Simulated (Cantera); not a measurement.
Feed: 1 mol Si, 4.2 mol HF, at 3.45 Torr.

Cantera equilibrium calculation (NASA polynomials, part measured and part estimated; ideal gas, pure solids and liquids). Candidate condensed phases: Si; 25 gas species. Equilibrium is a limit: real reactors are often held back by kinetics, nucleation or transport.

Task: At 502 °C, list the 3 most abundant gas species with their mole fractions, and the condensed phases.

Result: H₂ 0.625, SiF₄ 0.312, HF 0.0625. Condensed: gas only.
